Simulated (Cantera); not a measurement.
An adiabatic, constant-pressure homogeneous reactor starts with CH₄ : O₂ : N₂ : H₂O = 1 : 1.18 : 4.42 : 0.14 (molar parts), at 1400 K and 1000000 Pa.

Model: GRI-Mech 3.0 (53 species, 325 reactions), integrated in Cantera.

x: mole fraction; the columns are a selection and need not sum to one.

```
t (s)     T (K)     x CH₄     x O₂   x H₂O    x HO₂    x C₂H₄    x C₂H₂
--------  -----  --------  -------  ------  -------  --------  --------
2.00e-6    1400     0.148    0.175  0.0208      [?]  7.84e-12    <1e-12
7.76e-6    1400     0.148    0.175  0.0208      [?]  8.82e-10    <1e-12
3.01e-5    1400     0.148    0.175  0.0208      [?]   1.51e-7  5.61e-12
0.000117   1401     0.148    0.175  0.0211      [?]   5.84e-6   1.95e-9
0.000453   1424     0.143    0.171  0.0252      [?]  0.000226   5.27e-7
0.00176    2614  1.65e-10  2.51e-5   0.170  5.03e-8    <1e-12    <1e-12
0.00682    2614  1.65e-10  2.51e-5   0.170  5.03e-8    <1e-12    <1e-12
0.0265     2614  1.65e-10  2.51e-5   0.170  5.03e-8    <1e-12    <1e-12
0.103      2614  1.65e-10  2.51e-5   0.170  5.03e-8    <1e-12    <1e-12
0.399      2614  1.65e-10  2.51e-5   0.170  5.03e-8    <1e-12    <1e-12
1.55       2614  1.65e-10  2.51e-5   0.170  5.03e-8    <1e-12    <1e-12
6.00       2614  1.65e-10  2.51e-5   0.170  5.03e-8    <1e-12    <1e-12
```

Question: Fill in the missing entries.

Answer: 
- 2.00e-6, x HO₂: 5.75e-7
- 7.76e-6, x HO₂: 1.88e-6
- 3.01e-5, x HO₂: 3.61e-6
- 0.000117, x HO₂: 6.10e-6
- 0.000453, x HO₂: 3.28e-5
